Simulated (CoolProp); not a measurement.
R236FA at several states: Z from the reference equation and from simpler models built on Tc = 124.9 °C, pc = 31.91 bar, ω = 0.377; each cubic takes its own stable root.

Model: reference Helmholtz-energy equation of state, Pan 2012, in CoolProp.

```tsv
T (°C)	p (bar)	phase	reference
21.55	9.03	liquid	0.04076
-88.05	9.5	liquid	0.05538
110.75	0.141	gas	0.9982
```

**Question.** How far does each simpler model (van der Waals, Soave-Redlich-Kwong, Peng-Robinson) lie from the reference over these 3 states: mean and median of the absolute difference, and the worst?

**Answer.** 
- van der Waals: mean 47.6 %, median 70.4 %, worst +72.4 % at -88.05 °C and 9.5 bar
- Soave-Redlich-Kwong: mean 7.9 %, median 10.8 %, worst +12.8 % at -88.05 °C and 9.5 bar
- Peng-Robinson: mean 0.9 %, median 0.5 %, worst -2.2 % at 21.55 °C and 9.03 bar
